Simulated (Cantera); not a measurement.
Input (Python, Cantera) and output of one run.

```python
import numpy as np
import cantera as ct

gas_names = """
    C CH CH2 CH3 CH4 CN C2 C2H C2H2,acetylene C2H2,vinylidene C2H3,vinyl CH3CN C2H4 C2H5 C2H6 CCN CNC
    C2N2 C3 C3H3,propargyl C3H4,allene C3H4,propyne C3H4,cyclo- C3H5,allyl C3H6,propylene C3H6,cyclo-
    C3H7,n-propyl C3H7,i-propyl C3H8 C4 C4H2 C4H4,1,3-cyclo- C4H6,butadiene C4H6,2-butyne C4H6,cyclo-
    C4H8,1-butene C4H8,cis2-buten C4H8,tr2-butene C4H8,isobutene C4H8,cyclo- C4H9,n-butyl C4H9,i-butyl
    C4H9,s-butyl C4H9,t-butyl C4H10,isobutane C4H10,n-butane C4N2 C5 C5H6,1,3cyclo- C5H8,cyclo-
    C5H10,1-pentene C5H10,cyclo- C5H11,pentyl C5H11,t-pentyl C5H12,n-pentane C5H12,i-pentane
    CH3C(CH3)2CH3 C6H2 C6H5,phenyl C6H6 C6H10,cyclo- C6H12,1-hexene C6H12,cyclo- C6H13,n-hexyl
    C7H7,benzyl C7H8 C7H14,1-heptene C7H15,n-heptyl C7H16,n-heptane C8H8,styrene C8H10,ethylbenz
    C8H16,1-octene C8H17,n-octyl C8H18,isooctane C8H18,n-octane C9H19,n-nonyl C10H8,naphthale
    C10H21,n-decyl C12H9,o-bipheny C12H10,bipheny H HCN HCCN HNC H2 N NH NH2 NH3 N2 N2H2 N2H4
""".split()
cond_names = """
    C(gr) C6H6(L) C7H8(L) C8H18(L),n-octa
""".split()


def load(file, names, dense=False):
    # The tables refer to 1 bar. Condensed volumes are neglected.
    table = {s.name: s for s in ct.Species.list_from_file(file)}
    out = []
    for n in names:
        d = dict(table[n].input_data)
        d["thermo"] = dict(d["thermo"], **{"reference-pressure": 1e5})
        if dense:
            d["equation-of-state"] = {"model": "constant-volume", "density": "1e6 g/cm^3"}
        out.append(ct.Species.from_dict(d))
    return out


gas = ct.Solution(thermo="ideal-gas", species=load("nasa_gas.yaml", gas_names))
cond = {s.name: ct.Solution(thermo="fixed-stoichiometry", species=[s], name=s.name)
        for s in load("nasa_condensed.yaml", cond_names, dense=True)}
atoms = {
    'C2H2': {'C': 2, 'H': 2},
    'H2': {'H': 2},
    'N2': {'N': 2},
}
top_T = {'C(gr)': 4500}  # K; cautious upper limits of use, not melting points


def equilibrate(T, P, feed):
    n = {}
    for name, mol in feed.items():
        for a, k in atoms[name].items():
            n[a] = n.get(a, 0.0) + k * mol
    gas.TPX = T, P, n
    mass = sum(n.values()) * gas.mean_molecular_weight
    gas.equilibrate("TP")
    valid = [c for c in cond.values() if c.min_temp <= T <= top_T.get(c.name, c.max_temp)]
    mix = ct.Mixture([(gas, mass / gas.mean_molecular_weight)] + [(c, 0.0) for c in valid])
    mix.T, mix.P = T, P
    mix.equilibrate("TP", solver="vcs", rtol=1e-11, max_steps=5000)
    return mix


results = []
feed = {'C2H2': 1, 'H2': 0.46, 'N2': 1.6}  # mol
P = 35  # Pa
for T in [1500, 1700, 1900, 2100, 2300, 2500, 2700]:
    mix = equilibrate(T, P, feed)
    results.append((T, P, feed, dict(zip(mix.species_names, mix.species_moles))))

top = {s: max(r[3][s] / sum(r[3][g] for g in gas_names) for r in results) for s in gas_names}
cols = sorted((s for s in top if top[s] > 1e-05), key=lambda s: -top[s])[:6]
seen = [c for c in cond_names if any(r[3].get(c, 0) > 1e-12 for r in results)]
print("log10 of partial pressures in bar; condensed amounts in mol")
print(f"{'T/K':>10s}" + "".join(f"{s[:9]:>10s}" for s in cols + seen))
for T, P, feed, n in results:
    ng = sum(n[g] for g in gas_names)
    print(f"{T:10.4g}" + "".join(f"{np.log10(max(n[s] / ng * P / 1e5, 1e-99)):10.3f}" for s in cols)
          + "".join(f"{n.get(c, 0):10.4g}" for c in seen))
```

It prints:

```
log10 of partial pressures in bar; condensed amounts in mol
       T/K         H        N2        H2        C3       HCN        CN     C(gr)
      1500    -6.643    -3.738    -3.778   -17.738    -6.734   -11.910     1.998
      1700    -5.723    -3.739    -3.782   -14.348    -6.197   -10.123     1.994
      1900    -5.000    -3.746    -3.799   -11.685    -5.784    -8.718     1.984
      2100    -4.437    -3.765    -3.860    -9.540    -5.481    -7.591     1.964
      2300    -4.027    -3.808    -4.025    -7.777    -5.303    -6.676     1.934
      2500    -3.787    -3.867    -4.375    -6.304    -5.270    -5.920     1.884
      2700    -3.707    -3.925    -4.923    -5.056    -5.373    -5.282     1.455
```

Equilibrium computed with Cantera from the NASA thermochemical tables; the gas is ideal and each condensed phase is pure.
